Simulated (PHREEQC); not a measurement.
## Nickel, zinc or cadmium bath (model solution)

A solution holds 0.97 mmol/kgw ZnCl2, 0.045 mmol/kgw KCl and 31 mmol/kgw FeSO4, at 5 °C. It is in equilibrium with CO2 at log p = -3.5 (atm). Otherwise closed; pH follows from the charge balance.

Equilibrium calculation in PHREEQC: ion-association model, phreeqc.dat.

Precipitation was switched off in this run.

### Question
Predict the pH, ionic strength, density.

### Answer
pH 5.55; ionic strength 0.0883 mol/kgw; density 1.005 g/cm³.

### Question
In which forms is S present?

### Answer
SO4-2 69 %, FeSO4 30 %, ZnSO4 1.2 % of the S.

Away from 25 °C the constants follow the database's enthalpies or fits; those with neither stay at their 25 °C values.
